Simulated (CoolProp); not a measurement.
R142b at several states: density (kg/m³) from the reference equation and from simpler models built on Tc = 137.1 °C, pc = 4.055 MPa, ω = 0.232; each cubic takes its own stable root.

The numbers come from the reference Helmholtz-energy equation of state, Lemmon 2006 in CoolProp. It is a short technical equation, of lower accuracy than the large ones.

```json
[
 {"T (°C)": "-75.55", "p (MPa)": "0.362", "phase": "liquid", "reference": "1336", "Redlich-Kwong": "1176", "Soave-Redlich-Kwong": "1195", "Peng-Robinson": "___"},
 {"T (°C)": "-53.95", "p (MPa)": "0.314", "phase": "liquid", "reference": "1290", "Redlich-Kwong": "___", "Soave-Redlich-Kwong": "1162", "Peng-Robinson": "1308"},
 {"T (°C)": "-116.85", "p (MPa)": "1.34", "phase": "liquid", "reference": "1423", "Redlich-Kwong": "1241", "Soave-Redlich-Kwong": "1251", "Peng-Robinson": "1403"},
 {"T (°C)": "-115.55", "p (MPa)": "12.1", "phase": "liquid", "reference": "1429", "Redlich-Kwong": "1249", "Soave-Redlich-Kwong": "1258", "Peng-Robinson": "___"},
 {"T (°C)": "81.25", "p (MPa)": "2.18", "phase": "liquid", "reference": "952.7", "Redlich-Kwong": "___", "Soave-Redlich-Kwong": "824.4", "Peng-Robinson": "934.3"}
]
```

Task: Complete the blanks.

Result: 
- -75.55, Peng-Robinson: 1344
- -53.95, Redlich-Kwong: 1138
- -115.55, Peng-Robinson: 1408
- 81.25, Redlich-Kwong: 786.0
